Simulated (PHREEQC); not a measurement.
A solution holds 0.25 mol Cu(NO3)2, 0.0096 mol HCl and 0.023 mol FeCl3 per kg of water, at 25 °C. Closed to the air; pH follows from the charge balance.

Computed with PHREEQC (ion-association model, phreeqc.dat).

Each row changes one thing in this solution. No solid was allowed to form.

```json
[
 {"case": "as made", "pH": "1.98", "ionic strength (mol/kgw)": "0.854", "Cu+2 (mol/kgw)": "0.241", "Cl- (mol/kgw)": "0.0630", "Fe+3 (mol/kgw)": "0.0124", "CuCl+ (mol/kgw)": "0.00884", "SI of Goethite (FeOOH)": "+3.89", "SI of Hematite (Fe2O3)": "+9.79"},
 {"case": "diluted 100-fold with water", "pH": "3.43", "ionic strength (mol/kgw)": "0.00845", "Cu+2 (mol/kgw)": "0.00250", "Cl- (mol/kgw)": "0.000782", "Fe+3 (mol/kgw)": "1.09e-5", "CuCl+ (mol/kgw)": "3.64e-6", "SI of Goethite (FeOOH)": "+6.00", "SI of Hematite (Fe2O3)": "+14.01"},
 {"case": "HCl from 0.0096 to 0.048 mol/kgw", "pH": "1.44", "ionic strength (mol/kgw)": "0.878", "Cu+2 (mol/kgw)": "0.237", "Cl- (mol/kgw)": "0.0936", "Fe+3 (mol/kgw)": "0.0125", "CuCl+ (mol/kgw)": "0.0128", "SI of Goethite (FeOOH)": "+2.25", "SI of Hematite (Fe2O3)": "[?]"},
 {"case": "HCl left out", "pH": "2.23", "ionic strength (mol/kgw)": "0.848", "Cu+2 (mol/kgw)": "0.242", "Cl- (mol/kgw)": "0.0560", "Fe+3 (mol/kgw)": "0.0106", "CuCl+ (mol/kgw)": "0.00791", "SI of Goethite (FeOOH)": "+4.56", "SI of Hematite (Fe2O3)": "[?]"},
 {"case": "Cu(NO3)2 from 0.25 to 0.5 mol/kgw", "pH": "2.01", "ionic strength (mol/kgw)": "1.59", "Cu+2 (mol/kgw)": "0.486", "Cl- (mol/kgw)": "0.0580", "Fe+3 (mol/kgw)": "0.0134", "CuCl+ (mol/kgw)": "0.0143", "SI of Goethite (FeOOH)": "+3.92", "SI of Hematite (Fe2O3)": "+9.86"},
 {"case": "temperature from 25 to 50 °C", "pH": "1.88", "ionic strength (mol/kgw)": "0.824", "Cu+2 (mol/kgw)": "0.230", "Cl- (mol/kgw)": "0.0514", "Fe+3 (mol/kgw)": "0.00826", "CuCl+ (mol/kgw)": "0.0202", "SI of Goethite (FeOOH)": "+4.18", "SI of Hematite (Fe2O3)": "+10.48"}
]
```

### Question
Some entries are withheld; supply them.

### Answer

- HCl from 0.0096 to 0.048 mol/kgw, SI of Hematite (Fe2O3): +6.52
- HCl left out, SI of Hematite (Fe2O3): +11.14

The ionic strength passes 0.7 mol/kgw, the rough limit of the ion-association models, in as made; HCl from 0.0096 to 0.048 mol/kgw; HCl left out; Cu(NO3)2 from 0.25 to 0.5 mol/kgw; temperature from 25 to 50 °C. Some of these states are supersaturated (in Hematite (slow to form), Goethite (slow to form), Fe(OH)3(a), for instance). Constants without temperature data keep their 25 °C values here.
